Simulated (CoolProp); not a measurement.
Vapour-liquid equilibrium of ethane (1) + hydrogen chloride (2) at 0.119 MPa; x and y are mole fractions of (1).

Computed with CoolProp (multi-fluid Helmholtz-energy mixture model, Bücker 2006 and Thol 2018; pair parameters Bell 2016).

| x | bubble temperature (K) | y at the bubble point | dew temperature at overall composition x (K) | liquid density (mol/L) |
|---|---|---|---|---|
| 0.05 | [?] | 0.235 | 190.2 | 31.33 |
| 0.15 | 183.4 | 0.420 | 188.5 | 29.30 |
| 0.25 | 182.2 | [?] | [?] | 27.38 |
| 0.35 | 181.8 | 0.510 | 184.8 | 25.64 |
| 0.45 | 181.6 | [?] | 182.8 | 24.10 |
| 0.55 | 181.6 | 0.543 | 181.6 | 22.73 |
| 0.65 | 181.7 | 0.569 | 182.5 | 21.51 |
| 0.75 | 182.1 | 0.614 | 183.9 | 20.41 |
| 0.85 | 183.1 | 0.695 | 185.4 | 19.40 |
| 0.95 | 185.5 | 0.857 | 186.9 | 18.44 |

Q: Some entries are withheld; supply them.

A: 
- 0.05, bubble temperature (K): 187.0
- 0.25, y at the bubble point: 0.483
- 0.25, dew temperature at overall composition x (K): 186.7
- 0.45, y at the bubble point: 0.526

y crosses x between x = 0.45 and 0.55: the model has an azeotrope there.

The pair parameters rest on a limited set of measurements; away from them the model extrapolates.
